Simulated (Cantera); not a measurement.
A perfectly stirred reactor is fed with 8.44 % C₂H₆, 16.4 % O₂, 61.7 % N₂, 13.5 % H₂O, at 1.30 bar; it is adiabatic with a 575 K inlet, and is followed from long to short residence time, starting on the burning branch (τ in s: 0.25, 0.094, 0.036, 0.013, 0.0051, 0.0019, 0.00072, 0.00027, 0.0001, 3.9e-05, 1.5e-05).

Model: GRI-Mech 3.0 (53 species, 325 reactions), integrated in Cantera.

One state of this run: T (K) = 1814; x C₂H₆ = 2.74e-5; x O₂ = 0.00101; x H₂O = 0.229; x CH₃ = 0.000332; x CH₄ = 0.00585; x H₂O₂ = 1.68e-8; x NO = 3.62e-6. x: mole fraction; the columns are a selection and need not sum to one.

Question: Which value of τ (s) does it belong to?
A) 0.036
B) 0.00010
C) 0.00027
D) 1.5e-5

Answer: A, 0.036
